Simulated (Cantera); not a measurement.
A closed system holds: 1 mol B₂O₃, 19 mol H₂, held at 1425 K and 0.0100 bar.

Method: chemical equilibrium by Gibbs-energy minimisation in Cantera with the NASA 1993 tables (ideal gas, pure condensed phases). Candidate condensed phases: B, B₂O₃, B₃O₃H₃, H₂O; 23 gas species. Equilibrium is a limit: real reactors are often held back by kinetics, nucleation or transport.

Base state: H₂ 0.995, HBO 0.00242, HBO₂ 0.00199, B₂O₃ 0.000429, H₂O 0.000274, H 6.80e-5, B₂O₂ 5.42e-5 (mole fractions); condensed: B₂O₃(l).

Q: What changes in the equilibrium state with this change: temperature from 1425 K to 773.15 K?

A: 
| species | before | after |
|---|---|---|
| H₂ | 0.995 | 1.00 |
| H₂O | 0.000274 | 3.70e-8 |
| HBO | 0.00242 | <1e-9 |
| HBO₂ | 0.00199 | <1e-9 |
| B₂O₃ | 0.000429 | <1e-9 |
| H | 6.80e-5 | <1e-9 |
| B₂O₂ | 5.42e-5 | <1e-9 |
| B₂O₃(l), mol | 0.949 | 1.000 |
